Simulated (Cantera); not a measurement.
What does this Cantera script print?

```python
import numpy as np
import cantera as ct

gas_names = """
    CL CL2 H HCL H2 Si SiCL SiCL2 SiCL3 SiCL4 SiH SiHCL3 SiH2 SiH2CL2 SiH3 SiH3CL SiH4 Si2 Si3
""".split()
cond_names = """
    Si(cr) Si(L)
""".split()


# ... load() reads the species with a 1 bar reference pressure and builds the phases ...
atoms = {
    'SiHCl3': {'Si': 1, 'H': 1, 'CL': 3},
    'H2': {'H': 2},
    'Cl2': {'CL': 2},
}
top_T = {}  # K; cautious upper limits of use, not melting points


# ... equilibrate(T, P, feed) seeds the gas with the atoms and calls Mixture.equilibrate('TP', solver="vcs", rtol=1e-11, max_steps=5000) ...
results = []
T = 1098.15  # K
P = 1333.22  # Pa
for m in [21, 37, 54, 70, 86, 100, 120, 130, 150]:
    feed = {'SiHCl3': 1, 'H2': m, 'Cl2': 0.038}  # mol
    mix = equilibrate(T, P, feed)
    results.append((T, P, feed, dict(zip(mix.species_names, mix.species_moles))))
    x = sorted(zip(gas.X, gas.species_names), reverse=True)
    print(f"T = {T:g} K  P = {P:g} Pa  n(H2) = {m:g} mol  gas = {mix.phase_moles(0):.4g} mol")
    print("   x: " + "  ".join(f"{s} {v:.3e}" for v, s in x if v > 0.001))
    print("   condensed (mol): " + ("  ".join(f"{mix.phase(i).name} {mix.phase_moles(i):.4g}"
          for i in range(1, mix.n_phases) if mix.phase_moles(i) > 1e-12) or "none"))
```

It prints:

```
T = 1098.15 K  P = 1333.22 Pa  n(H2) = 21 mol  gas = 22.56 mol
   x: H2 9.276e-01  HCL 4.565e-02  SiCL4 1.525e-02  SiCL2 4.560e-03  SiHCL3 4.516e-03  SiCL3 2.225e-03
   condensed (mol): Si(cr) 0.3972
T = 1098.15 K  P = 1333.22 Pa  n(H2) = 37 mol  gas = 38.67 mol
   x: H2 9.498e-01  HCL 3.718e-02  SiCL4 6.403e-03  SiCL2 2.955e-03  SiHCL3 2.383e-03  SiCL3 1.160e-03
   condensed (mol): Si(cr) 0.497
T = 1098.15 K  P = 1333.22 Pa  n(H2) = 54 mol  gas = 55.75 mol
   x: H2 9.610e-01  HCL 3.152e-02  SiCL4 3.229e-03  SiCL2 2.098e-03  SiHCL3 1.434e-03
   condensed (mol): Si(cr) 0.5799
T = 1098.15 K  P = 1333.22 Pa  n(H2) = 70 mol  gas = 71.81 mol
   x: H2 9.674e-01  HCL 2.766e-02  SiCL4 1.891e-03  SiCL2 1.605e-03
   condensed (mol): Si(cr) 0.6421
T = 1098.15 K  P = 1333.22 Pa  n(H2) = 86 mol  gas = 87.86 mol
   x: H2 9.719e-01  HCL 2.464e-02  SiCL2 1.269e-03  SiCL4 1.181e-03
   condensed (mol): Si(cr) 0.6924
T = 1098.15 K  P = 1333.22 Pa  n(H2) = 100 mol  gas = 101.9 mol
   x: H2 9.749e-01  HCL 2.248e-02  SiCL2 1.052e-03
   condensed (mol): Si(cr) 0.7286
T = 1098.15 K  P = 1333.22 Pa  n(H2) = 120 mol  gas = 121.9 mol
   x: H2 9.782e-01  HCL 1.994e-02
   condensed (mol): Si(cr) 0.7704
T = 1098.15 K  P = 1333.22 Pa  n(H2) = 130 mol  gas = 131.9 mol
   x: H2 9.795e-01  HCL 1.886e-02
   condensed (mol): Si(cr) 0.7877
T = 1098.15 K  P = 1333.22 Pa  n(H2) = 150 mol  gas = 152 mol
   x: H2 9.818e-01  HCL 1.699e-02
   condensed (mol): Si(cr) 0.8168
```

Method: chemical equilibrium by Gibbs-energy minimisation in Cantera with the NASA 1993 tables (ideal gas, pure condensed phases). The tables' values for SiCl3 are old estimates; treat these amounts as uncertain.
